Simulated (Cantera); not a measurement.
An adiabatic, constant-volume homogeneous reactor starts with CH₃OH : O₂ : N₂ : H₂O = 1 : 0.714 : 2.69 : 0.11 (molar parts), equivalence ratio 2.1, at 1250 K and 23000 Pa.

Cantera simulation using GRI-Mech 3.0 (53 species, 325 reactions); the numbers are that mechanism's predictions, not measurements. GRI-Mech 3.0 was tuned for natural gas; its chemistry of methanol as a main component is partial and can be far from experiment.

x: mole fraction; the columns are a selection and need not sum to one.

| t (s) | T (K) | P (bar) | x CH₃OH | x O₂ | x H₂O | x NO | x CH₃ | x CH₄ |
|---|---|---|---|---|---|---|---|---|
| 5.00e-6 | 1250 | 0.230 | 0.222 | 0.158 | 0.0244 | <1e-12 | 2.87e-8 | 1.16e-9 |
| 1.14e-5 | 1250 | 0.230 | 0.222 | 0.158 | 0.0244 | <1e-12 | 6.23e-8 | 5.83e-9 |
| 2.60e-5 | 1250 | 0.230 | 0.222 | 0.158 | 0.0244 | <1e-12 | 1.27e-7 | 2.82e-8 |
| 5.95e-5 | 1250 | 0.230 | 0.222 | 0.158 | 0.0244 | <1e-12 | 2.28e-7 | 1.25e-7 |
| 0.000136 | 1250 | 0.230 | 0.222 | 0.158 | 0.0244 | <1e-12 | 3.26e-7 | 4.74e-7 |
| 0.000310 | 1250 | 0.230 | 0.222 | 0.158 | 0.0244 | <1e-12 | 3.58e-7 | 1.44e-6 |
| 0.000707 | 1250 | 0.230 | 0.222 | 0.158 | 0.0244 | <1e-12 | 3.46e-7 | 3.68e-6 |
| 0.00161 | 1250 | 0.230 | 0.221 | 0.158 | 0.0244 | <1e-12 | 3.21e-7 | 8.51e-6 |
| 0.00368 | 1250 | 0.230 | 0.221 | 0.158 | 0.0245 | <1e-12 | 2.80e-7 | 1.85e-5 |
| 0.00841 | 1253 | 0.231 | 0.219 | 0.157 | 0.0255 | <1e-12 | ___ | ___ |
| 0.0192 | 2563 | 0.613 | <1e-12 | 0.000301 | 0.219 | ___ | 2.54e-12 | 1.23e-12 |
| 0.0438 | 2560 | 0.612 | <1e-12 | 0.000294 | 0.219 | 0.000717 | 2.56e-12 | 1.25e-12 |
| 0.100 | 2560 | 0.612 | <1e-12 | 0.000294 | 0.219 | 0.000730 | 2.56e-12 | 1.25e-12 |

Task: Fill in the missing entries.

Result: 
- 0.00841, x CH₃: 2.02e-7
- 0.00841, x CH₄: 3.72e-5
- 0.0192, x NO: 0.000362
